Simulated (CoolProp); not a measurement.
Model: reference Helmholtz-energy equation of state, Lemmon 2006, in CoolProp. It is a short technical equation, of lower accuracy than the large ones.

Give the vapour pressure (bar), liquid cp (kJ/(kg K)), surface tension (mN/m), liquid viscosity (µPa s) of saturated n-decane at 410.7, 450.2, 463.4 K.


```tsv
T (K)	p (bar)	liquid cp (kJ/(kg K))	surface tension (mN/m)	liquid viscosity (µPa s)
410.7	0.361	2.65	13.4	265
450.2	1.09	2.82	10.2	198
463.4	1.50	2.88	9.14	181
```

Viscosity comes from a separate model (Huber 2004). Surface tension comes from a separate correlation (Mulero 2012).
